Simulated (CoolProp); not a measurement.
Saturation properties of decamethylcyclopentasiloxane (D5).

Model: reference Helmholtz-energy equation of state, Thol 2019, in CoolProp.

| T (°C) | p (kPa) | liquid density (kg/m³) | vapour density (kg/m³) |
|---|---|---|---|
| 183.95 | 51.32 | 777.6 | 5.303 |
| 187.15 | 55.94 | 773.6 | 5.762 |
| 190.35 | 60.87 | 769.6 | 6.253 |
| 193.45 | 65.98 | 765.7 | 6.759 |
| 196.65 | 71.59 | 761.7 | 7.317 |
| 199.85 | 77.56 | 757.6 | 7.910 |
| 203.05 | 83.91 | 753.5 | 8.542 |
| 206.15 | 90.44 | 749.4 | 9.192 |
| 209.35 | 97.59 | 745.2 | 9.905 |
| 212.55 | 105.2 | 741.0 | 10.66 |
| 215.65 | 112.9 | 736.8 | 11.44 |
| 218.85 | 121.4 | 732.5 | 12.29 |
| 222.05 | 130.4 | 728.1 | 13.19 |
| 225.25 | 139.8 | 723.6 | 14.15 |
| 228.35 | 149.4 | 719.2 | 15.13 |

It boils at 210.9 °C under 1 atm.
